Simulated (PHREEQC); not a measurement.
0.031 g of hydrous ferric oxide (600 m²/g; 0.2 weak and 0.005 strong sites per Fe, Dzombak-Morel constants, diffuse double layer) in 1 kg of water with 0.001 mol/kgw of an inert sodium salt and 1.9e-07 mol/kgw NaH2PO4 and 6.6e-07 mol/kgw NaF, at 25 °C; the pH is set by adding NaOH or the inert anion's acid. O2 is buffered at 0.21 atm. No CO2 enters from the air. No solid was allowed to form.

Base run: PHREEQC, ion-association model, wateq4f.dat. Each further column changes one thing. The table gives F sorbed (%).

```json
[
 {"pH": "3", "base": "87.6", "no electrostatic term (-no_edl)": "0.1", "background salt from 0.001 to 0.0001 mol/kgw": "91.1", "oxide from 0.031 to 0.15 g/kgw": "97.1"},
 {"pH": "4", "base": "87.2", "no electrostatic term (-no_edl)": "0.2", "background salt from 0.001 to 0.0001 mol/kgw": "92.3", "oxide from 0.031 to 0.15 g/kgw": "97.1"},
 {"pH": "4.5", "base": "78.2", "no electrostatic term (-no_edl)": "0.2", "background salt from 0.001 to 0.0001 mol/kgw": "85.3", "oxide from 0.031 to 0.15 g/kgw": "94.7"},
 {"pH": "5.5", "base": "38.6", "no electrostatic term (-no_edl)": "0.2", "background salt from 0.001 to 0.0001 mol/kgw": "44.4", "oxide from 0.031 to 0.15 g/kgw": "75.7"},
 {"pH": "6.5", "base": "7.4", "no electrostatic term (-no_edl)": "0.2", "background salt from 0.001 to 0.0001 mol/kgw": "8.1", "oxide from 0.031 to 0.15 g/kgw": "28.2"},
 {"pH": "7.5", "base": "0.9", "no electrostatic term (-no_edl)": "0.2", "background salt from 0.001 to 0.0001 mol/kgw": "0.9", "oxide from 0.031 to 0.15 g/kgw": "4.1"},
 {"pH": "8", "base": "0.3", "no electrostatic term (-no_edl)": "0.2", "background salt from 0.001 to 0.0001 mol/kgw": "0.3", "oxide from 0.031 to 0.15 g/kgw": "1.4"},
 {"pH": "9", "base": "0.0", "no electrostatic term (-no_edl)": "0.1", "background salt from 0.001 to 0.0001 mol/kgw": "0.0", "oxide from 0.031 to 0.15 g/kgw": "0.1"}
]
```

H3PO4, which wateq4f.dat lacks, is added to it with the constant of phreeqc.dat. The oxide is taken as insoluble; below pH 4 it would dissolve.
